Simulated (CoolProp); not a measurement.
Vapour pressure (kPa) of R124: the reference equation beside estimates from Tc = 122.3 °C, pc = 3624 kPa, ω = 0.288. Clausius-Clapeyron is anchored at -46.05 °C with a constant enthalpy of vaporisation of 24.70 kJ/mol.

Values from CoolProp's reference Helmholtz-energy equation of state, de Vries 1995.

```tsv
T (°C)	reference	Clausius-Clapeyron	van der Waals	Soave-Redlich-Kwong
-70.25	3.719	3.942	119.8	3.701
-58.15	8.820	8.985	174.0	8.752
-46.05	18.76	18.76	243.4	18.60
-33.95	36.46	36.36	330.0	36.18
-21.85	65.68	66.12	435.4	65.29
-9.75	111.1	113.8	561.3	110.7
2.25	177.3	186.0	708.0	177.2
14.35	271.6	292.9	879.2	272.1
```

Absolute difference from the reference over all 8 rows, mean and median: Clausius-Clapeyron 3.0 and 2.2 %, van der Waals 1061.0 and 684.0 %, Soave-Redlich-Kwong 0.5 and 0.5 %.
